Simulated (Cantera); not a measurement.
A diamond (100) surface in a fixed gas of H2 with x(CH4) = 0.014, x(H) = 0.00088, x(CH3) = 2.4e-05, 90.0 Torr; coverages are run to steady state.

Computed with Cantera and the Harris–Goodwin 1993 mechanism for the reconstructed diamond (100) surface.

θ: site fractions in the mechanism's names (c6HH fully hydrogenated, c6H* and c6*H radical sites, c6** diradical, c6HM methylated).

```tsv
T (K)	growth (µm/h)	θ c6HH	θ c6H*	θ c6*H	θ c6**	θ c6HM
950	(withheld)	0.631	0.0138	0.326	0.00617	0.0172
1025	(withheld)	0.571	0.0201	0.383	0.0102	0.0109
1100	(withheld)	0.520	0.0272	0.430	0.0151	0.00491
1175	(withheld)	0.478	0.0345	0.465	0.0203	0.00137
1250	(withheld)	0.447	0.0417	0.486	0.0248	0.000306
1325	(withheld)	0.426	0.0484	0.496	0.0283	6.75e-5
1400	(withheld)	0.417	0.0544	0.498	0.0304	1.53e-5
```

Complete the blanks.


- 950, growth (µm/h): 1.12
- 1025, growth (µm/h): 1.38
- 1100, growth (µm/h): 1.15
- 1175, growth (µm/h): 0.622
- 1250, growth (µm/h): 0.365
- 1325, growth (µm/h): 0.295
- 1400, growth (µm/h): 0.218
